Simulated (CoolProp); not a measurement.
Computed with CoolProp (reference Helmholtz-energy equation of state, Lemmon 2006). It is a short technical equation, of lower accuracy than the large ones.

Problem. Give the vapour pressure (MPa), liquid cp (kJ/(kg K)), vapour Z, surface tension (mN/m) of saturated nitrous oxide at -44.65 °C.

Solution. 
```tsv
T (°C)	p (MPa)	liquid cp (kJ/(kg K))	vapour Z	surface tension (mN/m)
-44.65	0.793	1.82	0.889	14.1
```

Surface tension comes from a separate correlation (Mulero 2012).
